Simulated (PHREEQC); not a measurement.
0.053 g of hydrous ferric oxide (600 m²/g; 0.2 weak and 0.005 strong sites per Fe, Dzombak-Morel constants, diffuse double layer) in 1 kg of water with 0.001 mol/kgw of an inert sodium salt and 1.9e-06 mol SrCl2, at 25 °C; the pH is set by adding NaOH or the inert anion's acid. Oxygen is held at 0.21 atm. No CO2 enters from the air. Precipitation was switched off in this run.

Computed with PHREEQC (ion-association model, wateq4f.dat).

**Question.** Predict Sr sorbed (%), surface charge σ (C/m²), surface potential ψ (mV) at pH = 4.38, 7.38, 8.12, 9.25.

**Answer.** 
| pH | Sr sorbed (%) | surface charge σ (C/m²) | surface potential ψ (mV) |
|---|---|---|---|
| 4.38 | 0.0 | 0.086 | 196 |
| 7.38 | 0.8 | 0.003 | 42 |
| 8.12 | 15.7 | 0.000 | 0 |
| 9.25 | 92.2 | -0.006 | -63 |

Species that the database lacks are ignored.
